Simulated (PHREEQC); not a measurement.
Alkaline etch or developer: an equilibrium model

Solution (71 °C and 300 atm): 0.089 mol/kgw NaOH, 0.00014 mol/kgw K2SiO3 and 4e-05 mol/kgw K2CO3. Closed to the air; pH follows from the charge balance.

The numbers come from PHREEQC with the ion-association model, phreeqc.dat.

```json
{
  "pH": "11.49",
  "ionic_strength": "0.0894 mol/kgw",
  "specific_conductance": "40200 µS/cm",
  "density": "0.994 g/cm³",
  "total_alkalinity": "89.4 meq/kg"
}
```

```csv
species,molality,activity,log γ
OH-,0.0891,0.0673,-0.122
Na+,0.0890,0.0692,-0.109
K+,0.000360,0.000273,-0.120
H3SiO4-,8.86e-5,6.77e-5,-0.117
H2SiO4-2,5.10e-5,1.91e-5,-0.426
NaCO3-,3.25e-5,2.52e-5,-0.112
CO3-2,7.35e-6,2.76e-6,-0.426
```

No solid was allowed to form. Under pressure, the constants of complexes without a molar volume in the database are unreliable. Constants without temperature data keep their 25 °C values here.
